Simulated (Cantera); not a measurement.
NO annealing gas

An isothermal, constant-pressure homogeneous reactor starts with NO : N2 = 1.5 : 0.22 (molar parts), at 1648 K and 1.09 atm.

Detailed kinetics in Cantera: GRI-Mech 3.0 (53 species, 325 reactions).

```json
[
 {"t (s)": "3.00e-5", "x NO": "0.872", "x O2": "1.25e-9", "x O": "2.54e-7", "x N2": "0.128", "x NO2": "1.06e-6"},
 {"t (s)": "8.23e-5", "x NO": "0.872", "x O2": "4.81e-9", "x O": "2.65e-7", "x N2": "0.128", "x NO2": "3.36e-6"},
 {"t (s)": "0.000226", "x NO": "0.872", "x O2": "2.12e-8", "x O": "2.92e-7", "x N2": "0.128", "x NO2": "9.74e-6"},
 {"t (s)": "0.000620", "x NO": "0.872", "x O2": "1.31e-7", "x O": "3.67e-7", "x N2": "0.128", "x NO2": "2.78e-5"},
 {"t (s)": "0.00170", "x NO": "0.872", "x O2": "1.19e-6", "x O": "5.75e-7", "x N2": "0.128", "x NO2": "8.05e-5"},
 {"t (s)": "0.00468", "x NO": "0.872", "x O2": "1.57e-5", "x O": "1.12e-6", "x N2": "0.128", "x NO2": "0.000230"},
 {"t (s)": "0.0128", "x NO": "0.871", "x O2": "0.000192", "x O": "1.97e-6", "x N2": "0.128", "x NO2": "0.000492"},
 {"t (s)": "0.0352", "x NO": "0.869", "x O2": "0.00109", "x O": "2.35e-6", "x N2": "0.129", "x NO2": "0.000609"},
 {"t (s)": "0.0967", "x NO": "0.863", "x O2": "0.00372", "x O": "2.68e-6", "x N2": "0.132", "x NO2": "0.000700"},
 {"t (s)": "0.265", "x NO": "0.849", "x O2": "0.0108", "x O": "3.38e-6", "x N2": "0.139", "x NO2": "0.000890"},
 {"t (s)": "0.729", "x NO": "0.812", "x O2": "0.0292", "x O": "4.73e-6", "x N2": "0.158", "x NO2": "0.00122"},
 {"t (s)": "2.00", "x NO": "0.724", "x O2": "0.0729", "x O": "6.93e-6", "x N2": "0.202", "x NO2": "0.00163"}
]
```
x: mole fraction; the columns are a selection and need not sum to one.

Equilibrium at this temperature and pressure: NO 0.00289, O2 0.435, O 1.60e-5, N2 0.563, NO2 1.54e-5 (gas phase only).
